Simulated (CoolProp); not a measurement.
Sulfur dioxide along the isotherm 250.85 °C: fugacity coefficient from the reference equation and from simpler models built on Tc = 157.5 °C, pc = 7887 kPa, ω = 0.256; each cubic takes its own stable root.

Computed with CoolProp (reference Helmholtz-energy equation of state, Gao 2016).

```json
[
 {"p (kPa)": "2330", "phase": "gas", "reference": "0.9502"},
 {"p (kPa)": "4670", "phase": "gas", "reference": "0.9017"},
 {"p (kPa)": "7000", "phase": "gas", "reference": "0.8550"},
 {"p (kPa)": "9330", "phase": "supercritical", "reference": "0.8101"},
 {"p (kPa)": "11700", "phase": "supercritical", "reference": "0.7664"},
 {"p (kPa)": "14000", "phase": "supercritical", "reference": "0.7262"},
 {"p (kPa)": "16300", "phase": "supercritical", "reference": "0.6886"},
 {"p (kPa)": "18700", "phase": "supercritical", "reference": "0.6527"},
 {"p (kPa)": "21000", "phase": "supercritical", "reference": "0.6219"},
 {"p (kPa)": "23300", "phase": "supercritical", "reference": "0.5950"},
 {"p (kPa)": "25700", "phase": "supercritical", "reference": "0.5707"},
 {"p (kPa)": "28000", "phase": "supercritical", "reference": "0.5507"},
 {"p (kPa)": "30300", "phase": "supercritical", "reference": "0.5336"},
 {"p (kPa)": "32700", "phase": "supercritical", "reference": "0.5183"},
 {"p (kPa)": "35000", "phase": "supercritical", "reference": "0.5057"}
]
```

Q: How far does each simpler model (van der Waals, Redlich-Kwong, Peng-Robinson) lie from the reference over these 15 states: mean and median of the absolute difference, and the worst?

A: 
- van der Waals: mean 4.2 %, median 4.8 %, worst -6.8 % at 250.85 °C and 21000 kPa
- Redlich-Kwong: mean 3.1 %, median 3.6 %, worst -4.3 % at 250.85 °C and 21000 kPa
- Peng-Robinson: mean 1.6 %, median 1.6 %, worst -2.8 % at 250.85 °C and 14000 kPa
